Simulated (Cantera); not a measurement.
Mixture: 8.82 % CH4, 19.1 % O2, 72.0 % N2, at 20.0 bar, adiabatic and at constant pressure. Ignition delay is the time to a rise of 400 K.

Detailed kinetics in Cantera: GRI-Mech 3.0 (53 species, 325 reactions). The pressure lies above the range GRI-Mech 3.0 was tuned for (to about 10 atm).

Q: Predict: delay at 1100 K; delay at 1200 K; delay at 1300 K; delay at 1400 K; apparent activation energy between 1350 and 1450 K.

A: 
* **delay at 1100 K**: 7.85 ms
* **delay at 1200 K**: 2.11 ms
* **delay at 1300 K**: 0.682 ms
* **delay at 1400 K**: 0.247 ms
* **apparent activation energy between 1350 and 1450 K**: 160 kJ/mol
